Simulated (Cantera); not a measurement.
**Catalytic combustion on Pt**

An isothermal plug-flow reactor at 873 K and 0.260 bar (inlet), inlet velocity 1.1 m/s, active area per volume 120 1/m; feed H2 : O2 : N2 = 0.0032 : 0.021 : 0.79 (molar parts).

Cantera simulation using Deutschmann's 1995 Pt surface mechanism with GRI-Mech 3.0 gas chemistry; the numbers are that mechanism's predictions, not measurements. Catalytic surfaces can have several steady states; this one follows from the mechanism file's or the stated starting coverage. Mass transfer to the wall is taken as infinitely fast.

```
z (m)        x H2    x O2    x H2O  θ free Pt   θ O*
-------  --------  ------  -------  ---------  -----
0.00033   0.00270  0.0252  0.00123      0.267  0.732
0.00055   0.00217  0.0249  0.00176      0.246  0.753
0.00092   0.00155  0.0246  0.00239      0.225  0.774
0.0015   0.000952  0.0243  0.00298      0.208  0.791
0.0026   0.000404  0.0241  0.00353      0.194  0.805
0.0043   0.000114  0.0239  0.00382      0.188  0.811
0.0072    1.39e-5  0.0239  0.00392      0.186  0.813
0.012     4.28e-7  0.0239  0.00394      0.186  0.813
0.02      1.31e-9  0.0239  0.00394      0.186  0.813
0.033    1.70e-12  0.0239  0.00394      0.186  0.813
```
x: gas mole fraction; θ: surface coverage.
